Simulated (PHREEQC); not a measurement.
Dissolve 1.3 mmol/kgw HNO3 and 1.4 mmol/kgw Sr(NO3)2 at 40 °C. Closed to the air; pH follows from the charge balance.

Equilibrium calculation in PHREEQC: ion-association model, phreeqc.dat.

**Question.** The ionic strength comes out as 0.00550 mol/kgw. What activity coefficients do H+, Sr+2, NO3- get?

**Answer.** H+ 0.93, Sr+2 0.73, NO3- 0.92.

No solid was allowed to form. Away from 25 °C the constants follow the database's enthalpies or fits; those with neither stay at their 25 °C values.
